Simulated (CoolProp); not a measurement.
The fluid at 263.6 K and 0.0395 MPa is compressed adiabatically to 0.239 MPa with isentropic efficiency 0.85. The same conditions are run with several fluids, on thermodynamics alone (safety and materials aside).

Model: reference Helmholtz-energy equation of state of each fluid (R1336mzz(E): Akasaka 2023; hydrogen sulfide: Lemmon 2006; R134a: Tillner-Roth 1994; nitrous oxide: Lemmon 2006; C3F8 (R218): Lemmon 2006), in CoolProp.

Rank R1336mzz(E), hydrogen sulfide, R134a, nitrous oxide, C3F8 (R218) by work (kJ/kg), highest first.

hydrogen sulfide (170), nitrous oxide (128), R134a (48.9), R1336mzz(E) (28.5), C3F8 (R218) (25.4)

```
fluid             final temperature (K)                       final phase  final density (kg/m³)
----------------  ---------------------  --------------------------------  ---------------------
R1336mzz(E)                       304.3  two-phase, vapour fraction 0.999                   17.1
hydrogen sulfide                  431.1                               gas                   2.29
R134a                             325.6                               gas                   9.34
nitrous oxide                     405.4                               gas                   3.14
C3F8 (R218)                       299.4                               gas                   19.0
```
